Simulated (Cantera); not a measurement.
An adiabatic, constant-pressure homogeneous reactor starts with CO : H2 : O2 : N2 : H2O = 1 : 0.048 : 0.771 : 2.9 : 0.16 (molar parts), equivalence ratio 0.68, at 1050 K and 1.00 bar. Integrator tolerance rtol = 1e-08.

Detailed kinetics in Cantera: GRI-Mech 3.0 (53 species, 325 reactions).

Task: What does this change do: constant volume in place of constant pressure?

Result: 
```
quantity                                                              before                                    after
---------------------------------  -----------------------------------------  ---------------------------------------
time of steepest temperature rise                                   0.723 ms                                 0.672 ms
temperature at 5.00 s                                                 2449 K                                   2627 K
equilibrium temperature                                               2449 K                                   2627 K
x(CO) at 5.00 s                        0.0232 (gas-phase equilibrium 0.0232)    0.0352 (gas-phase equilibrium 0.0352)
x(H2) at 5.00 s                    0.000814 (gas-phase equilibrium 0.000814)  0.00117 (gas-phase equilibrium 0.00117)
x(O2) at 5.00 s                        0.0600 (gas-phase equilibrium 0.0600)    0.0626 (gas-phase equilibrium 0.0626)
x(H2O) at 5.00 s                       0.0430 (gas-phase equilibrium 0.0430)    0.0409 (gas-phase equilibrium 0.0409)
x(NO) at 5.00 s                        0.0102 (gas-phase equilibrium 0.0102)    0.0141 (gas-phase equilibrium 0.0141)
x(H2O2) at 5.00 s                    6.63e-8 (gas-phase equilibrium 6.63e-8)  1.42e-7 (gas-phase equilibrium 1.42e-7)
x(HO2) at 5.00 s                     3.20e-6 (gas-phase equilibrium 3.20e-6)  6.21e-6 (gas-phase equilibrium 6.21e-6)
```

Task: What does this change do: initial temperature 1050 to 1150 K?

Result: 
```csv
quantity,before,after
time of steepest temperature rise,0.723 ms,0.279 ms
temperature at 5.00 s,2449 K,2492 K
equilibrium temperature,2449 K,2492 K
x(CO) at 5.00 s,0.0232 (gas-phase equilibrium 0.0232),0.0282 (gas-phase equilibrium 0.0282)
x(H2) at 5.00 s,0.000814 (gas-phase equilibrium 0.000814),0.000977 (gas-phase equilibrium 0.000977)
x(O2) at 5.00 s,0.0600 (gas-phase equilibrium 0.0600),0.0614 (gas-phase equilibrium 0.0614)
x(H2O) at 5.00 s,0.0430 (gas-phase equilibrium 0.0430),0.0421 (gas-phase equilibrium 0.0421)
x(NO) at 5.00 s,0.0102 (gas-phase equilibrium 0.0102),0.0112 (gas-phase equilibrium 0.0112)
x(H2O2) at 5.00 s,6.63e-8 (gas-phase equilibrium 6.63e-8),7.23e-8 (gas-phase equilibrium 7.23e-8)
x(HO2) at 5.00 s,3.20e-6 (gas-phase equilibrium 3.20e-6),3.61e-6 (gas-phase equilibrium 3.61e-6)
```

Task: What does this change do: initial temperature 1050 to 1525 K?

Result: 
```
quantity                                                              before                                    after
---------------------------------  -----------------------------------------  ---------------------------------------
time of steepest temperature rise                                   0.723 ms                                  64.9 µs
temperature at 5.00 s                                                 2449 K                                   2635 K
equilibrium temperature                                               2449 K                                   2635 K
x(CO) at 5.00 s                        0.0232 (gas-phase equilibrium 0.0232)    0.0489 (gas-phase equilibrium 0.0489)
x(H2) at 5.00 s                    0.000814 (gas-phase equilibrium 0.000814)  0.00166 (gas-phase equilibrium 0.00166)
x(O2) at 5.00 s                        0.0600 (gas-phase equilibrium 0.0600)    0.0671 (gas-phase equilibrium 0.0671)
x(H2O) at 5.00 s                       0.0430 (gas-phase equilibrium 0.0430)    0.0386 (gas-phase equilibrium 0.0386)
x(NO) at 5.00 s                        0.0102 (gas-phase equilibrium 0.0102)    0.0147 (gas-phase equilibrium 0.0147)
x(H2O2) at 5.00 s                    6.63e-8 (gas-phase equilibrium 6.63e-8)  9.28e-8 (gas-phase equilibrium 9.28e-8)
x(HO2) at 5.00 s                     3.20e-6 (gas-phase equilibrium 3.20e-6)  5.27e-6 (gas-phase equilibrium 5.27e-6)
```
